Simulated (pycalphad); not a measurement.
An equivalent pycalphad script:

```python
from pycalphad import Database, equilibrium, calculate, variables as v
import numpy as np
db = Database('COST507.tdb')
comps = ['TI', 'HF', 'B', 'VA']
phases = ['B2M', 'B2TI', 'B4M3', 'B4TI3', 'BCC_A2', 'BETA_RHOMBO_B', 'BM', 'BTI', 'HCP_A3', 'LIQUID']
eq = equilibrium(db, comps, phases, {v.X('HF'): 0.0015, v.X('B'): 0.0239, v.T: np.arange(2850, 499, -75), v.P: 101325, v.N: 1}, output=['HM', 'SM'])
```

Computed with pycalphad from the COST 507 light-alloy database (1999), at 1 atm. The database dates from 1999; later assessments differ in places, in temperatures and in the compounds included. Amounts are mole fractions of atoms. Diffusion is slow at the low end, where real alloys seldom reach equilibrium.

Results at three of the temperatures:

```
T = 2325.00 K, P = 101325 Pa, N = 1 mol of atoms
G = -162920 J/mol, H = 85113 J/mol, S = 106.68 J/(mol K)  (SER reference)
chemical potentials (J/mol): Ti -160071, Hf -324492, B -268937
phase             fraction      x(Ti)      x(Hf)       x(B)
LIQUID              1.0000     0.9746     0.0015     0.0239
```

```
T = 2250.00 K, P = 101325 Pa, N = 1 mol of atoms
G = -154975 J/mol, H = 81668 J/mol, S = 105.17 J/(mol K)  (SER reference)
chemical potentials (J/mol): Ti -152132, Hf -311184, B -261086
phase             fraction      x(Ti)      x(Hf)       x(B)
LIQUID              1.0000     0.9746     0.0015     0.0239
```

```
T = 2100.00 K, P = 101325 Pa, N = 1 mol of atoms
G = -139433 J/mol, H = 74779 J/mol, S = 102.01 J/(mol K)  (SER reference)
chemical potentials (J/mol): Ti -136605, Hf -284899, B -245622
phase             fraction      x(Ti)      x(Hf)       x(B)
LIQUID              1.0000     0.9746     0.0015     0.0239
```

Changes of the phase set, refined by bisection:

```json
[
 {"T (°C)": "1617.6", "phases above": "liquid", "phases below": "bcc + liquid"},
 {"T (°C)": "1540.9", "phases above": "bcc + liquid", "phases below": "bcc + BM"},
 {"T (°C)": "881.8", "phases above": "bcc + BM", "phases below": "bcc + BM + hcp"},
 {"T (°C)": "881.3", "phases above": "bcc + BM + hcp", "phases below": "BM + hcp"}
]
```

Database names, with the compositions (at.%) that they take in these runs: BM: Ti 50 B 50.
